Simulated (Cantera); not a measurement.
A perfectly stirred reactor is fed with 0.826 % C2H6, 99.2 % N2, at 0.143 Torr; it is held at 1850 K, and followed from long to short residence time.

Cantera simulation using GRI-Mech 3.0 (53 species, 325 reactions); the numbers are that mechanism's predictions, not measurements. GRI-Mech 3.0 stops at C3 and has no aromatics, soot or wall deposition, so with more carbon than oxygen in the feed, carbon stays in small species such as C2H2 where larger ones or solid carbon would form. Radical loss at walls, strong at low pressure, is not modelled.

x: mole fraction; the columns are a selection and need not sum to one.

| τ (s) | x C2H6 | x HCN | x H | x CH2 | x C2H | x H2 |
|---|---|---|---|---|---|---|
| 20 | 4.06e-6 | (withheld) | 0.000526 | 8.35e-6 | 2.82e-6 | 0.0150 |
| 6.1 | 1.30e-5 | (withheld) | 0.000614 | 1.44e-5 | 3.35e-6 | 0.0142 |
| 1.8 | 4.22e-5 | (withheld) | 0.000746 | 2.41e-5 | 4.11e-6 | 0.0131 |
| 0.55 | 0.000131 | (withheld) | 0.000901 | 3.71e-5 | 4.89e-6 | 0.0112 |
| 0.17 | 0.000397 | (withheld) | 0.00102 | 5.15e-5 | 5.08e-6 | 0.00836 |
| 0.050 | 0.00122 | (withheld) | 0.000972 | 5.88e-5 | 3.34e-6 | 0.00449 |
| 0.015 | 0.00323 | (withheld) | 0.000584 | 4.13e-5 | 4.16e-7 | 0.00128 |
| 0.0045 | 0.00589 | (withheld) | 0.000115 | 8.69e-6 | 4.25e-10 | 0.000102 |

What belongs in the gaps?


- 20, x HCN: 0.000488
- 6.1, x HCN: 0.000293
- 1.8, x HCN: 0.000172
- 0.55, x HCN: 9.85e-5
- 0.17, x HCN: 5.11e-5
- 0.050, x HCN: 1.94e-5
- 0.015, x HCN: 3.30e-6
- 0.0045, x HCN: 4.33e-8
